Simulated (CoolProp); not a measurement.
Saturation properties of R245fa (Tc = 427.0 K, pc = 3651 kPa, ω = 0.378).

Model: reference Helmholtz-energy equation of state, Akasaka 2015, in CoolProp.

```tsv
T (K)	p (kPa)	liquid density (kg/m³)	enthalpy of vaporisation (kJ/kg)	liquid cp (kJ/(kg K))	vapour Z
335	487.4	1231	167.8	1.420	0.8751
339.3	549.1	1217	164.7	1.435	0.8643
343.7	618.3	1203	161.4	1.451	0.8527
348	692.1	1188	158.0	1.467	0.8406
352.4	774.3	1173	154.5	1.485	0.8276
356.7	861.5	1158	150.9	1.504	0.8141
361.1	958.2	1141	147.0	1.525	0.7995
365.4	1060	1125	143.1	1.548	0.7844
369.8	1173	1108	138.9	1.573	0.7681
374.1	1292	1090	134.6	1.601	0.7512
378.5	1422	1071	130.0	1.633	0.7327
382.8	1560	1051	125.2	1.670	0.7136
```

It boils at 288.2 K under 1 atm.
